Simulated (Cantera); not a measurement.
Standard-state values (1 bar) from the NASA 1993 polynomials, evaluated with Cantera. Values are per mole of reaction as written; species without (g) are pure solids or liquids, kept so even where they would boil at 1 bar.

**Question.** Between 300 and 2123 K, where is each reaction favourable under standard conditions?
- 3 NO2(g) + 2 V = 3 NO(g) + V2O3

**Answer.** 
- 3 NO2(g) + 2 V = 3 NO(g) + V2O3: ΔG° is -1033 kJ at 300 K and -1010 kJ at 2123 K; it stays negative (K > 1). ΔH° is -1004 kJ and ΔS° 3 J/K at 2123 K.
